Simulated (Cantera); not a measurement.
Feed: 1 mol SiO2, 0.098 mol H2, 0.0045 mol Si, held at 1 atm.

Equilibrium computed with Cantera from the NASA thermochemical tables; the gas is ideal and each condensed phase is pure. Candidate condensed phases: H2O, Si, SiO2; 18 gas species. Each liquid is taken as pure. Mutual solubility and eutectic melting of coexisting phases are not modelled. The tables hold silica as quartz up to 1696 K and as liquid above; real silica turns to tridymite and cristobalite and melts near 1996 K. Gases not in the tables: Si2H6 and higher silanes. Kinetics and transport are ignored.

Task: Which condensed phases are stable at each of these points (T (°C)): 1352, 1377, 1402, 1427, 1452, 1477, 1502, 1527, 1552, 1577, 1602, 1627?

Result: 
```csv
T (°C),condensed phases,Si condensed (%)
1352,Si(s) + SiO2(β-quartz),100.0
1377,Si(s) + SiO2(β-quartz),99.9
1402,Si(s) + SiO2(β-quartz),99.9
1427,Si(l) + SiO2(condensed),99.9
1452,Si(l) + SiO2(condensed),99.8
1477,Si(l) + SiO2(condensed),99.8
1502,Si(l) + SiO2(condensed),99.7
1527,Si(l) + SiO2(condensed),99.6
1552,Si(l) + SiO2(condensed),99.4
1577,Si(l) + SiO2(condensed),99.2
1602,SiO2(condensed),99.1
1627,SiO2(condensed),99.1
```

From 1352 °C to 1402 °C the condensed part is Si(s) + SiO2(β-quartz). From 1427 °C to 1577 °C the condensed part is Si(l) + SiO2(condensed). From 1602 °C to 1627 °C the condensed part is SiO2(condensed).
